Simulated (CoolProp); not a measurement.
Model: reference Helmholtz-energy equation of state, Span 2000, in CoolProp.

Question: For nitrogen, give the phase and the cp (kJ/(kg K)), conductivity (mW/(m K)), Prandtl number at 294.7 K and 5.66 bar; 294.7 K and 79.2 bar.

Answer: 
- 294.7 K and 5.66 bar: gas; cp 1.05, conductivity 25.7, Prandtl number 0.722
- 294.7 K and 79.2 bar: supercritical; cp 1.17, conductivity 29.6, Prandtl number 0.760

Viscosity comes from a separate model (Lemmon 2004). Thermal conductivity comes from a separate model (Lemmon 2004).
